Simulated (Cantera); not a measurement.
An isothermal, constant-pressure homogeneous reactor starts with 73.0 % CH₄, 27.0 % CO₂, at 1298 K and 8.68 atm.

Computed with Cantera and GRI-Mech 3.0 (53 species, 325 reactions). GRI-Mech 3.0 stops at C3 and has no aromatics, soot or wall deposition, so with more carbon than oxygen in the feed, carbon stays in small species such as C2H2 where larger ones or solid carbon would form.

x: mole fraction; the columns are a selection and need not sum to one.

| t (s) | x CH₄ | x CO₂ | x CH₂CO | x C₂H₆ | x H₂O |
|---|---|---|---|---|---|
| 6.00e-5 | 0.730 | 0.270 | <1e-12 | … | 1.60e-9 |
| 0.000235 | 0.730 | 0.270 | <1e-12 | … | 6.37e-9 |
| 0.000917 | 0.730 | 0.270 | <1e-12 | … | 2.58e-8 |
| 0.00358 | 0.730 | 0.270 | <1e-12 | … | 1.06e-7 |
| 0.0140 | 0.730 | 0.270 | <1e-12 | … | 4.80e-7 |
| 0.0548 | 0.728 | 0.270 | 1.49e-11 | … | 3.20e-6 |
| 0.214 | 0.723 | 0.269 | 4.56e-10 | … | 4.11e-5 |
| 0.837 | 0.702 | 0.266 | 1.30e-8 | 0.000704 | 0.000653 |
| 3.27 | 0.629 | 0.249 | 2.53e-7 | … | 0.00947 |
| 12.8 | 0.492 | 0.157 | 3.43e-6 | 0.00254 | 0.0849 |
| 50.0 | 0.445 | 0.103 | 5.80e-6 | … | 0.123 |

Task: What belongs in the gaps?

Result: 
- 6.00e-5, x C₂H₆: 2.24e-8
- 0.000235, x C₂H₆: 8.55e-7
- 0.000917, x C₂H₆: 8.20e-6
- 0.00358, x C₂H₆: 3.77e-5
- 0.0140, x C₂H₆: 0.000146
- 0.0548, x C₂H₆: 0.000460
- 0.214, x C₂H₆: 0.000761
- 3.27, x C₂H₆: 0.000996
- 50.0, x C₂H₆: 0.00275
